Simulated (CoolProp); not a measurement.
Saturation properties of R1234yf (Tc = 367.8 K, pc = 3384 kPa, ω = 0.276).

Values from CoolProp's reference Helmholtz-energy equation of state, Lemmon 2022.

| T (K) | p (kPa) | vapour density (kg/m³) | surface tension (mN/m) | vapour viscosity (µPa s) | liquid conductivity (mW/(m K)) |
|---|---|---|---|---|---|
| 254.9 | 161.8 | 9.294 | 12.1 | 10.6 | 77.6 |
| 261.2 | 206.3 | 11.71 | 11.2 | 10.8 | 75.4 |
| 267.5 | 259.6 | 14.59 | 10.3 | 11.1 | 73.3 |
| 273.9 | 324.0 | 18.07 | 9.36 | 11.4 | 71.2 |
| 280.2 | 398.6 | 22.12 | 8.50 | 11.7 | 69.2 |
| 286.5 | 485.4 | 26.87 | 7.66 | 12.0 | 67.1 |
| 292.9 | 587.5 | 32.53 | 6.83 | 12.3 | 65.1 |
| 299.2 | 703.0 | 39.05 | 6.04 | 12.6 | 63.2 |
| 305.5 | 834.7 | 46.66 | 5.28 | 12.9 | 61.3 |

It boils at 243.7 K under 1 atm.

Viscosity comes from a separate model (Bell 2016), an estimate that may be off by 10 % or more. Thermal conductivity comes from a separate model (Perkins 2011). Surface tension comes from a separate correlation (Mulero 2012).
